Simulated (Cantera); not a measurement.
A closed system holds: 1 mol Ti(OiPr)4, 16 mol O2, equilibrated at 100 Torr.

Cantera equilibrium calculation (NASA polynomials, part measured and part estimated; ideal gas, pure solids and liquids). Candidate condensed phases: C, C6H6, C7H8, C8H18, H2O, Ti, TiC, TiO, TiO2, Ti2O3, Ti3O5, Ti4O7; 113 gas species. The feed counts by its element totals alone. Gases not in the tables: TiO(OH)2. The numbers say what is thermodynamically allowed, not how fast it happens.

### Question
Which condensed phases are stable at each of these points (T (K)): 1223, 1373, 1523, 1673, 1823, 1973, 2123, 2273?

### Answer
| T (K) | condensed phases | Ti condensed (%) |
|---|---|---|
| 1223 | TiO2(rutile) | 100.0 |
| 1373 | TiO2(rutile) | 100.0 |
| 1523 | TiO2(rutile) | 100.0 |
| 1673 | TiO2(rutile) | 100.0 |
| 1823 | TiO2(rutile) | 100.0 |
| 1973 | TiO2(rutile) | 100.0 |
| 2123 | TiO2(rutile) | 100.0 |
| 2273 | TiO2(l) | 99.7 |

From 1223 K to 2123 K the condensed part is TiO2(rutile). At 2273 K the condensed part is TiO2(l).
